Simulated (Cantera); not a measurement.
Input: 1 mol PbO, 1100 mol H2, equilibrated at 100 Torr.

Method: chemical equilibrium by Gibbs-energy minimisation in Cantera with the NASA 1993 tables (ideal gas, pure condensed phases). Candidate condensed phases: H2O, Pb, PbO, PbO2, Pb3O4; 12 gas species. Equilibrium is a limit: real reactors are often held back by kinetics, nucleation or transport. All values below are at 1100 K.

Base state: H2 0.998, H2O 0.000908, Pb 0.000908 (mole fractions); condensed: gas only.

Task: What changes in the equilibrium state with this change: pressure from 100 Torr to 210 Torr?

Result: 
```csv
species,before,after
H2,0.998,0.999
H2O,0.000908,0.000909
Pb,0.000908,0.000433
"Pb(l), mol",0,0.524
```

Task: What changes in the equilibrium state with this change: PbO replaced by V2O5?

Result: 
```json
[
 {"species": "H2", "before": "0.998", "after": "0.998"},
 {"species": "H2O", "before": "0.000908", "after": "0.00182"},
 {"species": "Pb", "before": "0.000908", "after": "0"},
 {"species": "V2O3(s), mol", "before": "0", "after": "1.00"}
]
```
Condensed phases not in the tables: the oxides between V2O3 and V2O5 other than VO2. Further candidate phases: V, VO, V2O3, V2O4, V2O5.
